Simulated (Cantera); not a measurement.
A perfectly stirred reactor is fed with CH4 : CO2 = 1 : 1.8 (molar parts), at 1.00 bar; it is held at 1550 K, and followed from long to short residence time.

Computed with Cantera and GRI-Mech 3.0 (53 species, 325 reactions).

### Question
Predict: x(CH4) at τ = 1.10 s; x(CO2) at τ = 1.10 s; x(CH2CO) at τ = 1.10 s; x(C2H) at τ = 1.10 s; x(CH3) at τ = 1.10 s; x(CH4) at τ = 14.0 ms; x(CO2) at τ = 14.0 ms; x(CH2CO) at τ = 14.0 ms; x(C2H) at τ = 14.0 ms; x(CH3) at τ = 14.0 ms.

### Answer
| Item | Result |
|---|---|
| x(CH4) at τ = 1.10 s | 0.0746 |
| x(CO2) at τ = 1.10 s | 0.255 |
| x(CH2CO) at τ = 1.10 s | 4.43e-5 |
| x(C2H) at τ = 1.10 s | 1.36e-8 |
| x(CH3) at τ = 1.10 s | 0.000104 |
| x(CH4) at τ = 14.0 ms | 0.326 |
| x(CO2) at τ = 14.0 ms | 0.627 |
| x(CH2CO) at τ = 14.0 ms | 4.65e-7 |
| x(C2H) at τ = 14.0 ms | 1.22e-9 |
| x(CH3) at τ = 14.0 ms | 0.000352 |
